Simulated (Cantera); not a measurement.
**borazine + O₂ + N₂ (boron, boron nitride and boron oxide)**

Feed: 1 mol borazine, 0.95 mol O₂, a varied amount of N₂, equilibrated at 1050 K and 750 Torr.

Method: chemical equilibrium by Gibbs-energy minimisation in Cantera with the NASA 1993 tables (ideal gas, pure condensed phases). Candidate condensed phases: B, BN, B₂O₃, B₃O₃H₃, H₂O; 39 gas species. The feed counts by its element totals alone. Mutual solubility and eutectic melting of coexisting phases are not modelled. Gases not in the tables: H₃BO₃. The numbers say what is thermodynamically allowed, not how fast it happens.

From 2.8 mol N₂ to 150 mol N₂ the condensed part is BN(s) + B₂O₃(l).

```json
[
 {"n(N₂) (mol)": "2.8", "log p N₂": "-0.27", "log p H₂": "-0.33", "log p H₂O": "-2.45", "log p NH₃": "-4.01", "log p (HBO₂)₃": "-5.33", "log p HBO₂": "-5.37", "log p H": "-8.26", "n BN(s)": "1.75", "n B₂O₃(l)": "0.626"},
 {"n(N₂) (mol)": "4.6", "log p N₂": "-0.20", "log p H₂": "-0.44", "log p H₂O": "-2.53", "log p NH₃": "-4.13", "log p (HBO₂)₃": "-5.45", "log p HBO₂": "-5.41", "log p H": "-8.31", "n BN(s)": "1.75", "n B₂O₃(l)": "0.625"},
 {"n(N₂) (mol)": "7.6", "log p N₂": "-0.14", "log p H₂": "-0.58", "log p H₂O": "-2.64", "log p NH₃": "-4.31", "log p (HBO₂)₃": "-5.63", "log p HBO₂": "-5.47", "log p H": "-8.38", "n BN(s)": "1.75", "n B₂O₃(l)": "0.625"},
 {"n(N₂) (mol)": "12", "log p N₂": "-0.09", "log p H₂": "-0.72", "log p H₂O": "-2.77", "log p NH₃": "-4.50", "log p (HBO₂)₃": "-5.82", "log p HBO₂": "-5.54", "log p H": "-8.45", "n BN(s)": "1.75", "n B₂O₃(l)": "0.624"},
 {"n(N₂) (mol)": "21", "log p N₂": "-0.06", "log p H₂": "-0.92", "log p H₂O": "-2.96", "log p NH₃": "-4.78", "log p (HBO₂)₃": "-6.10", "log p HBO₂": "-5.63", "log p H": "-8.55", "n BN(s)": "1.75", "n B₂O₃(l)": "0.624"},
 {"n(N₂) (mol)": "34", "log p N₂": "-0.04", "log p H₂": "-1.10", "log p H₂O": "-3.14", "log p NH₃": "-5.04", "log p (HBO₂)₃": "-6.36", "log p HBO₂": "-5.72", "log p H": "-8.64", "n BN(s)": "1.75", "n B₂O₃(l)": "0.624"},
 {"n(N₂) (mol)": "56", "log p N₂": "-0.02", "log p H₂": "-1.30", "log p H₂O": "-3.33", "log p NH₃": "-5.34", "log p (HBO₂)₃": "-6.66", "log p HBO₂": "-5.82", "log p H": "-8.74", "n BN(s)": "1.75", "n B₂O₃(l)": "0.624"},
 {"n(N₂) (mol)": "92", "log p N₂": "-0.01", "log p H₂": "-1.51", "log p H₂O": "-3.53", "log p NH₃": "-5.64", "log p (HBO₂)₃": "-6.96", "log p HBO₂": "-5.92", "log p H": "-8.84", "n BN(s)": "1.75", "n B₂O₃(l)": "0.624"},
 {"n(N₂) (mol)": "150", "log p N₂": "-0.01", "log p H₂": "-1.71", "log p H₂O": "-3.74", "log p NH₃": "-5.95", "log p (HBO₂)₃": "-7.27", "log p HBO₂": "-6.02", "log p H": "-8.95", "n BN(s)": "1.75", "n B₂O₃(l)": "0.624"}
]
```
log p: log10 of the partial pressure in bar; n: condensed amount in mol.
